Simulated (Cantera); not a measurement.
Input: 1 mol SiH4, 0.22 mol HCl, 2.6 mol H2, equilibrated at 140 Pa.

Method: chemical equilibrium by Gibbs-energy minimisation in Cantera with the NASA 1993 tables (ideal gas, pure condensed phases). Candidate condensed phases: Si; 19 gas species. Gases not in the tables: Si2H6 and higher silanes. Equilibrium is a limit: real reactors are often held back by kinetics, nucleation or transport.

### Question
What share of the Si ends up in condensed phases as a function of T (K), at 975, 1125, 1275, 1425, 1575, 1725, 1875, 2025, 2175, 2325?

### Answer
```csv
T (K),Si condensed (%),as
975,96.8,Si(s)
1125,98.2,Si(s)
1275,98.1,Si(s)
1425,97.9,Si(s)
1575,97.7,Si(s)
1725,97.3,Si(l)
1875,94.5,Si(l)
2025,75.0,Si(l)
2175,0.0,-
2325,0.0,-
```
